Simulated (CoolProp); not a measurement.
Properties of carbonyl sulfide along the isobar 5370 kPa (Tc = 378.8 K, pc = 6369 kPa, ω = 0.098).

Computed with CoolProp (reference Helmholtz-energy equation of state, Lemmon 2006). It is a short technical equation, of lower accuracy than the large ones.

```tsv
T (K)	phase	density (kg/m³)	cp (kJ/(kg K))	isothermal compressibility (1/MPa)	expansivity (1/kK)
253.2	liquid	1117	1.209	___	2.007
290.4	liquid	1027	___	0.003167	2.571
327.5	liquid	915.3	1.480	0.007068	3.883
364.7	liquid	723.7	2.550	0.04690	12.89
401.9	gas	136.3	1.261	0.2869	___
439.1	gas	110.3	1.043	0.2382	4.580
476.2	gas	95.20	0.9719	0.2191	3.480
513.4	gas	84.69	0.9413	___	2.864
```

Question: Some entries are withheld; supply them.

Answer: 
- 253.2, isothermal compressibility (1/MPa): 0.001804
- 290.4, cp (kJ/(kg K)): 1.296
- 401.9, expansivity (1/kK): 7.353
- 513.4, isothermal compressibility (1/MPa): 0.2087
